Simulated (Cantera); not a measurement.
A Cantera script and what it prints.

```python
import numpy as np
import cantera as ct

gas_names = """
    N NO NO2 NO3 N2 N2O O O2 O3 S SN SO SO2 SO3 S2 S2O S8
""".split()
cond_names = """
    S(cr1) S(cr2) S(L)
""".split()


# ... load() reads the species with a 1 bar reference pressure and builds the phases ...
atoms = {
    'N2O': {'N': 2, 'O': 1},
    'SO2': {'S': 1, 'O': 2},
}
top_T = {}  # K; cautious upper limits of use, not melting points


# ... equilibrate(T, P, feed) seeds the gas with the atoms and calls Mixture.equilibrate('TP', solver="vcs", rtol=1e-11, max_steps=5000) ...
results = []
feed = {'N2O': 1, 'SO2': 0.6}  # mol
T = 2073.15  # K
P = 7800000  # Pa
mix = equilibrate(T, P, feed)
results.append((T, P, feed, dict(zip(mix.species_names, mix.species_moles))))
x = sorted(zip(gas.X, gas.species_names), reverse=True)
print(f"T = {T:g} K  P = {P:g} Pa  gas = {mix.phase_moles(0):.4g} mol")
print("   x: " + "  ".join(f"{s} {v:.3e}" for v, s in x if v > 1e-06))
print("   condensed (mol): " + ("  ".join(f"{mix.phase(i).name} {mix.phase_moles(i):.4g}"
      for i in range(1, mix.n_phases) if mix.phase_moles(i) > 1e-12) or "none"))
```

Output:

```
T = 2073.15 K  P = 7.8e+06 Pa  gas = 2.094 mol
   x: N2 4.737e-01  SO2 2.810e-01  O2 2.321e-01  NO 7.580e-03  SO3 5.510e-03  NO2 1.084e-04  O 6.275e-05  SO 1.859e-05  N2O 2.909e-06
   condensed (mol): none
```

Cantera equilibrium calculation (NASA polynomials, part measured and part estimated; ideal gas, pure solids and liquids). The ideal-gas law is rough above about 30 bar.
